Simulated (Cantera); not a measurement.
Input (Python, Cantera):

```python
import numpy as np
import cantera as ct

gas = ct.Solution("gri30.yaml")
gas.TPX = 2198, 3000, {'NO': 1, 'N2': 1}
reactor = ct.IdealGasConstPressureReactor(gas, energy="off", clone=False)
net = ct.ReactorNet([reactor])
net.rtol, net.atol = 1e-08, 1e-18
show = ['NO', 'O', 'N2O', 'N2', 'NO2', 'O2']
times = np.geomspace(2e-06, 7, 14)

steps = ct.SolutionArray(gas, extra=["t"])
rows = []
print(f"{'t/s':>10s}{'T/K':>9s}{'P/Pa':>11s}" + "".join(f"{s:>11s}" for s in show))
for t in times:
    while net.time < t:
        t_next = net.step()
        steps.append(gas.state, t=t_next)
    rows.append([np.interp(t, steps.t, y) for y in (steps.T, steps.P, *steps(*show).X.T)])
    print(f"{t:10.3e}{rows[-1][0]:9.1f}{rows[-1][1]:11.4g}" + "".join(f"{x:11.3e}" for x in rows[-1][2:]))
rate = np.gradient(steps.T, steps.t)
print("integrator steps:", len(steps.t))
if steps.T.max() > steps.T[0] + 200:
    print(f"time of steepest temperature rise: {steps.t[rate.argmax()]:.4e} s")
gas.TPX = 2198, 3000, {'NO': 1, 'N2': 1}
gas.equilibrate("TP")
print(f"equilibrium (TP): T = {gas.T:.1f} K  " + "  ".join(f"{s} {gas[s].X[0]:.3e}" for s in show))
```

Result:

```
       t/s      T/K       P/Pa         NO          O        N2O         N2        NO2         O2
 2.000e-06   2198.0       3000  5.000e-01  6.449e-08  6.446e-08  5.000e-01  1.786e-12  3.495e-12
 6.374e-06   2198.0       3000  5.000e-01  2.056e-07  2.053e-07  5.000e-01  1.818e-11  3.569e-11
 2.031e-05   2198.0       3000  5.000e-01  6.563e-07  6.533e-07  5.000e-01  1.832e-10  3.626e-10
 6.474e-05   2198.0       3000  5.000e-01  2.102e-06  2.071e-06  5.000e-01  1.815e-09  3.688e-09
 2.063e-04   2198.0       3000  5.000e-01  6.799e-06  6.487e-06  5.000e-01  1.718e-08  3.788e-08
 6.576e-04   2198.0       3000  5.000e-01  2.266e-05  1.958e-05  5.000e-01  1.422e-07  3.973e-07
 2.096e-03   2198.0       3000  4.998e-01  8.113e-05  5.276e-05  5.000e-01  8.942e-07  4.447e-06
 6.680e-03   2198.0       3000  4.994e-01  3.126e-04  1.037e-04  5.001e-01  4.055e-06  5.528e-05
 2.129e-02   2198.0       3000  4.973e-01  1.030e-03  1.132e-04  5.009e-01  1.196e-05  6.714e-04
 6.785e-02   2198.0       3000  4.863e-01  2.055e-03  9.247e-05  5.060e-01  2.169e-05  5.525e-03
 2.162e-01   2198.0       3000  4.402e-01  3.131e-03  6.637e-05  5.287e-01  3.546e-05  2.789e-02
 6.892e-01   2198.0       3000  2.782e-01  5.261e-03  2.137e-05  6.089e-01  4.349e-05  1.076e-01
 2.196e+00   2198.0       3000  5.361e-02  7.243e-03  7.467e-07  7.205e-01  1.208e-05  2.187e-01
 7.000e+00   2198.0       3000  1.362e-02  7.571e-03  1.253e-07  7.403e-01  3.205e-06  2.385e-01
integrator steps: 964
equilibrium (TP): T = 2198.0 K  NO 1.304e-02  O 7.576e-03  N2O 1.218e-07  N2 7.406e-01  NO2 3.070e-06  O2 2.387e-01
```

Cantera simulation using GRI-Mech 3.0 (53 species, 325 reactions); the numbers are that mechanism's predictions, not measurements. Radical loss at walls, strong at low pressure, is not modelled.
